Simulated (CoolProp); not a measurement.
A Linde-Hampson liquefier for dry air: isothermal reversible compression at 250 K from 1 atm to 25 MPa, throttling to 1 atm, return gas leaving the recuperator 0 K below the feed. Each further row changes one setting.

The numbers come from the reference Helmholtz-energy equation of state, Lemmon 2000 in CoolProp. It is a pseudo-pure fit of the blend.

| case | liquid yield per pass | compression work (kJ/kg of gas) |
|---|---|---|
| as stated | … | 387 |
| high pressure 50 MPa | … | 444 |
| warm-end temperature 280 K | … | … |
| warm-end gap 5 K | … | 387 |

### Question
What belongs in the gaps?

### Answer

- as stated, liquid yield per pass: 0.154
- high pressure 50 MPa, liquid yield per pass: 0.170
- warm-end temperature 280 K, liquid yield per pass: 0.112
- warm-end temperature 280 K, compression work (kJ/kg of gas): 440
- warm-end gap 5 K, liquid yield per pass: 0.143
